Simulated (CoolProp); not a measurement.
Vapour-liquid equilibrium of n-pentane (1) + benzene (2) at 0.387 MPa; x and y are mole fractions of (1).

The numbers come from the multi-fluid Helmholtz-energy mixture model, Thol 2019 and Thol 2012; pair parameters Bell 2016 in CoolProp.

**Question.** Give the bubble temperature and the first vapour's composition at x = 0.05, 0.35, 0.65. Is there an azeotrope?

**Answer.** x = 0.05: 397.8 K, y = 0.166; x = 0.35: 375.5 K, y = 0.635; x = 0.65: 364.4 K, y = 0.830. No azeotrope shows between x = 0.05 and 0.95.

Pair parameters are fitted to limited data, so mixtures are less certain than the pure fluids.
